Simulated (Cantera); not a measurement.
Equilibrium for abatement and gas-phase synthesis: N2O + O2 + N2

Input: 1 mol N2O, 0.17 mol O2, 2.5 mol N2, equilibrated at 110 bar.

Method: chemical equilibrium by Gibbs-energy minimisation in Cantera with the NASA 1993 tables (ideal gas, pure condensed phases). The ideal-gas law is rough above about 30 bar. Equilibrium is a limit: real reactors are often held back by kinetics, nucleation or transport.

```tsv
T (K)	log p N2	log p O2	log p NO	log p O
1600	1.96	1.24	-0.72	-4.22
1800	1.96	1.24	-0.39	-3.29
2000	1.96	1.24	-0.12	-2.56
2200	1.96	1.23	0.09	-1.95
2400	1.96	1.22	0.26	-1.45
2600	1.96	1.21	0.41	-1.03
2800	1.96	1.20	0.53	-0.67
```
log p: log10 of the partial pressure in bar; nothing condenses.

From 1600 K to 2800 K nothing is condensed.
